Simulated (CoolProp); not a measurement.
Values from CoolProp's reference Helmholtz-energy equation of state, Gao 2016.

**Question.** Give the vapour pressure (MPa), enthalpy of vaporisation (kJ/kg), vapour Z, surface tension (mN/m) of saturated sulfur dioxide at 36.15 °C.

**Answer.** 
```json
[
 {"T (°C)": "36.15", "p (MPa)": "0.561", "enthalpy of vaporisation (kJ/kg)": "345", "vapour Z": "0.912", "surface tension (mN/m)": "19.5"}
]
```

Surface tension comes from a separate correlation (Mulero 2012).
